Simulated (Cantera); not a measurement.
## Gas-phase reforming

An isothermal, constant-pressure homogeneous reactor starts with CH₄ : H₂O : H₂ = 1 : 1.1 : 0.41 (molar parts), at 1675 K and 20.0 bar.

Detailed kinetics in Cantera: GRI-Mech 3.0 (53 species, 325 reactions). The pressure lies above the range GRI-Mech 3.0 was tuned for (to about 10 atm).

```tsv
t (s)	x CH₄	x H₂O	x H₂	x O	x H	x CH₂O	x O₂
2.00e-6	0.398	0.438	0.163	6.53e-12	3.35e-6	1.98e-8	<1e-12
7.87e-6	0.398	0.438	0.164	1.50e-11	5.02e-6	3.71e-7	<1e-12
3.10e-5	0.396	0.438	0.165	2.10e-11	6.00e-6	3.08e-6	1.25e-12
0.000122	0.387	0.436	0.171	2.66e-11	7.10e-6	9.15e-6	6.80e-12
0.000479	0.357	0.428	0.198	2.36e-11	8.15e-6	8.51e-6	1.43e-11
0.00189	0.277	0.403	0.274	1.64e-11	1.09e-5	5.79e-6	8.73e-12
0.00742	0.185	0.369	0.364	1.30e-11	1.52e-5	3.56e-6	5.49e-12
0.0292	0.171	0.332	0.402	1.22e-11	1.66e-5	2.74e-6	4.23e-12
0.115	0.160	0.260	0.466	1.02e-11	1.78e-5	1.79e-6	2.38e-12
0.452	0.123	0.169	0.562	6.93e-12	1.96e-5	1.16e-6	<1e-12
1.78	0.0708	0.0954	0.653	3.76e-12	2.11e-5	1.09e-6	<1e-12
7.00	0.0289	0.0491	0.717	1.82e-12	2.21e-5	1.25e-6	<1e-12
```
x: mole fraction; the columns are a selection and need not sum to one.

Equilibrium at this temperature and pressure: CH₄ 0.00116, H₂O 0.0215, H₂ 0.756, O <1e-12, H 2.27e-5, CH₂O 1.40e-6, O₂ <1e-12 (gas phase only).
